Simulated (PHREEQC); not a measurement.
Solution (25 °C): 0.0015 mol ZnSO4, 0.18 mol CaCl2 and 0.0083 mol NaCl per kg of water. Closed to the air; pH follows from the charge balance.

Computed with PHREEQC (ion-association model, wateq4f.dat).

Precipitation was switched off in this run.

Problem. What pH, activity of water does the model give?

Solution. pH 5.88; activity of water 0.991.

Problem. In which forms is S present?

Solution. CaSO4 61 %, SO4-2 38 % of the S.

Complexes and solids missing from the database can't appear.
